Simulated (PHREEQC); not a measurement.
Make-up at 20 °C: 0.049 mol H2SO4, 0.00022 mol LiCl and 0.19 mol NiSO4 per kg of water. Closed to the air; pH follows from the charge balance.

The numbers come from PHREEQC with the ion-association model, wateq4f.dat.

The pH is 1.58, the ionic strength is 0.416 mol/kgw and the activity of water comes out as 0.994. The total alkalinity is -98.0 meq/kg.

```json
[
 {"species": "Ni+2", "molality": "0.0990", "activity": "0.0285", "log γ": "-0.541"},
 {"species": "NiSO4", "molality": "0.0906", "activity": "0.0997", "log γ": "0.042"},
 {"species": "SO4-2", "molality": "0.0839", "activity": "0.0187", "log γ": "-0.651"},
 {"species": "HSO4-", "molality": "0.0637", "activity": "0.0434", "log γ": "-0.167"},
 {"species": "H+", "molality": "0.0343", "activity": "0.0265", "log γ": "-0.112"},
 {"species": "Ni(SO4)2-2", "molality": "0.000364", "activity": "0.000105", "log γ": "-0.541"},
 {"species": "Cl-", "molality": "0.000207", "activity": "0.000136", "log γ": "-0.181"}
]
```

This is a speciation only: nothing precipitates in the calculation. Species that the database lacks are ignored.
